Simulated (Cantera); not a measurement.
Input: 1 mol CuO, 3.8 mol CO, at 1 atm.

Cantera equilibrium calculation (NASA polynomials, part measured and part estimated; ideal gas, pure solids and liquids). Candidate condensed phases: C, Cu, CuO, Cu₂O; 15 gas species. Equilibrium is a limit: real reactors are often held back by kinetics, nucleation or transport.

log p: log10 of the partial pressure in bar; n: condensed amount in mol.

```tsv
T (K)	log p CO	log p CO₂	log p Cu	log p Cu₂	log p O	n Cu(s)	n Cu(l)
1050	-0.13	-0.57	-9.98	<-11	<-11	1.00	0
1200	-0.13	-0.57	-7.91	<-11	<-11	1.00	0
1350	-0.13	-0.57	-6.31	-10.19	<-11	1.000	0
1500	-0.13	-0.57	[?]	[?]	[?]	0	1.000
1650	-0.13	-0.57	[?]	[?]	[?]	0	1.000
1800	-0.13	-0.57	-3.27	-5.98	-8.05	0	0.998
1950	-0.13	-0.58	-2.57	-5.03	-6.86	0	0.990
```

Question: Fill in the missing entries.

Answer: 
- 1500, log p Cu: -5.08
- 1500, log p Cu₂: -8.49
- 1500, log p O: -11.15
- 1650, log p Cu: -4.09
- 1650, log p Cu₂: -7.12
- 1650, log p O: -9.46
